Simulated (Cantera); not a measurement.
A closed system holds: 1 mol CuF₂, 0.42 mol H₂O, 480 mol N₂, held at 727 °C and 100000 Pa.

These are equilibrium values from Cantera (NASA tables, ideal gas, pure condensed phases), not measurements of a reactor. Candidate condensed phases: Cu, CuF₂, CuO, Cu(OH)₂, Cu₂O, H₂O; 45 gas species. The numbers say what is thermodynamically allowed, not how fast it happens.

Base state: N₂ 0.998, HF 0.00175, O₂ 0.000129, CuF₂ 1.20e-5 (mole fractions); condensed: CuF₂(s) + CuO(s) + Cu₂O(s).

Q: What changes in the equilibrium state with this change: H₂O from 0.42 to 1.5 mol?

A: 
```
species         before     after
------------  --------  --------
N₂               0.998     0.995
HF             0.00175   0.00414
H₂O            1.93e-8   0.00104
CuF₂           1.20e-5   1.26e-9
O₂            0.000129  0.000129
CuF₂(s), mol     0.574         0
CuO(s), mol      0.172     0.750
Cu₂O(s), mol     0.124     0.125
```
